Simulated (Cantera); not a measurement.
Feed: 1 mol B, 3.6 mol H2O, held at 1423 K and 9100 Pa.

Equilibrium computed with Cantera from the NASA thermochemical tables; the gas is ideal and each condensed phase is pure. Candidate condensed phases: B, B2O3, B3O3H3, H2O; 23 gas species. Gases not in the tables: H3BO3. Kinetics and transport are ignored.

Base state: H2O 0.559, H2 0.411, HBO2 0.0292, (HBO2)3 0.000717, B2O3 4.51e-5, H 1.41e-5 (mole fractions); condensed: B2O3(l).

Question: What changes in the equilibrium state with this change: B replaced by BCl3?

Answer: 
```
species       before     after
------------  ------  --------
HCl                0     0.580
H2O            0.559     0.394
HBO2          0.0292    0.0245
H2             0.411  0.000332
Cl                 0  0.000575
Cl2                0   2.62e-5
B2O3(l), mol   0.443     0.433
```
The tables' values for BOCl are old estimates; treat these amounts as uncertain.
